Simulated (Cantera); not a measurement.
Input: 1 mol (CH₃)₂SiCl₂, 0.39 mol CH₄, 240 mol H₂, held at 1.33 mbar.

Method: chemical equilibrium by Gibbs-energy minimisation in Cantera with the NASA 1993 tables (ideal gas, pure condensed phases). Candidate condensed phases: C, C₆H₆, C₇H₈, C₈H₁₈, Si, SiC; 109 gas species. The feed counts by its element totals alone. The numbers say what is thermodynamically allowed, not how fast it happens.

**Question.** Which condensed phases are stable at each of these points (T (K)): 1625, 1675, 1725, 1775, 1825, 1875, 1925, 1975, 2025, 2075?

**Answer.** 
| T (K) | condensed phases | Si condensed (%) |
|---|---|---|
| 1625 | C(graphite) + SiC(s) | 99.9 |
| 1675 | C(graphite) + SiC(s) | 99.8 |
| 1725 | C(graphite) + SiC(s) | 99.5 |
| 1775 | C(graphite) + SiC(s) | 98.9 |
| 1825 | C(graphite) + SiC(s) | 97.4 |
| 1875 | C(graphite) + SiC(s) | 93.6 |
| 1925 | C(graphite) + SiC(s) | 85.0 |
| 1975 | C(graphite) + SiC(s) | 65.8 |
| 2025 | C(graphite) + SiC(s) | 24.3 |
| 2075 | C(graphite) | 0.0 |

From 1625 K to 2025 K the condensed part is C(graphite) + SiC(s). At 2075 K the condensed part is C(graphite).
